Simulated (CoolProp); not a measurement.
Acetone along the isobar 0.323 MPa: Z from the reference equation and from simpler models built on Tc = 508.1 K, pc = 4.692 MPa, ω = 0.307; each cubic takes its own stable root.

Values from CoolProp's reference Helmholtz-energy equation of state, Lemmon 2006. It is a short technical equation, of lower accuracy than the large ones.

```csv
T (K),phase,reference,van der Waals,Redlich-Kwong,Soave-Redlich-Kwong
230.2,liquid,0.01142,0.02258,0.01518,0.01485
254.8,liquid,0.01064,0.02094,0.01411,0.01374
279.4,liquid,0.01002,0.01965,0.01328,0.01286
304,liquid,0.009535,0.9284,0.01265,0.01219
328.6,liquid,0.009155,0.9405,0.01220,0.01169
353.2,liquid,0.008873,0.9499,0.9316,0.01134
377.8,gas,0.9084,0.9574,0.9437,0.9366
402.4,gas,0.9314,0.9633,0.9531,0.9482
427,gas,0.9466,0.9682,0.9605,0.9572
451.6,gas,0.9572,0.9722,0.9664,0.9644
476.2,gas,0.9650,0.9756,0.9712,0.9702
500.8,gas,0.9710,0.9785,0.9751,0.9749
525.4,gas,0.9756,0.9809,0.9784,0.9789
550,gas,0.9793,0.9829,0.9812,0.9821
```

At some of these states van der Waals, Redlich-Kwong gives the other phase, because its saturation line lies elsewhere.
